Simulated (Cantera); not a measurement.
What does this Cantera script print?

```python
import numpy as np
import cantera as ct

surf = ct.Interface("ptcombust.yaml", "Pt_surf")
gas = surf.adjacent["gas"]
gas.TPX = 300, 2400, {'CH4': 0.013, 'O2': 0.077, 'N2': 0.79}
jet = ct.ImpingingJet(gas=gas, width=0.054, surface=surf)
jet.inlet.mdot, jet.inlet.T, jet.inlet.X = 0.037, 300, {'CH4': 0.013, 'O2': 0.077, 'N2': 0.79}
jet.set_refine_criteria(ratio=10, slope=0.2, curve=0.3)
show, cover = ['CH4', 'O2', 'H2O', 'OH', 'CO', 'CO2'], ["PT(S)", "H(S)", "O(S)", "OH(S)", "CO(S)", "C(S)"]

rows = []
print(f"{'Ts/K':>7s}" + "".join(f"{s:>11s}" for s in show + cover) + "   (gas at the wall, coverages)")
for i, Ts in enumerate([850, 900, 950, 1000, 1050]):
    jet.surface.T = Ts
    if i == 0:
        surf.TP = Ts, 2400
        surf.coverages = "PT(S):0.5, O(S):0.5"
        surf.advance_coverages(1.0)
        jet.set_initial_guess(products="inlet")
    jet.solve(loglevel=0, auto=(i == 0))
    rows.append([*(jet.X[gas.species_index(s), -1] for s in show), *surf[cover].coverages])
    print(f"{Ts:7g}" + "".join(f"{x:11.3e}" for x in rows[-1]))
```

Output:

```
   Ts/K        CH4         O2        H2O         OH         CO        CO2      PT(S)       H(S)       O(S)      OH(S)      CO(S)       C(S)   (gas at the wall, coverages)
    850  1.220e-02  8.204e-02  4.814e-03  7.129e-09  4.033e-06  3.129e-03  2.131e-01  1.417e-08  7.865e-01  3.700e-04  4.180e-06  1.068e-08
    900  1.049e-02  7.842e-02  7.991e-03  2.848e-08  4.972e-06  5.205e-03  2.882e-01  4.158e-08  7.113e-01  4.201e-04  3.391e-06  1.207e-08
    950  8.775e-03  7.479e-02  1.117e-02  9.271e-08  5.825e-06  7.285e-03  3.658e-01  9.927e-08  6.337e-01  4.307e-04  2.563e-06  1.227e-08
   1000  7.282e-03  7.163e-02  1.391e-02  2.568e-07  6.656e-06  9.089e-03  4.429e-01  2.042e-07  5.567e-01  4.124e-04  1.884e-06  1.178e-08
   1050  6.082e-03  6.910e-02  1.610e-02  6.233e-07  7.571e-06  1.053e-02  5.175e-01  3.774e-07  4.821e-01  3.776e-04  1.390e-06  1.107e-08
```

Cantera simulation using Deutschmann's 1995 Pt surface mechanism with GRI-Mech 3.0 gas chemistry; the numbers are that mechanism's predictions, not measurements. Catalytic surfaces can have several steady states; this one follows from the mechanism file's or the stated starting coverage.
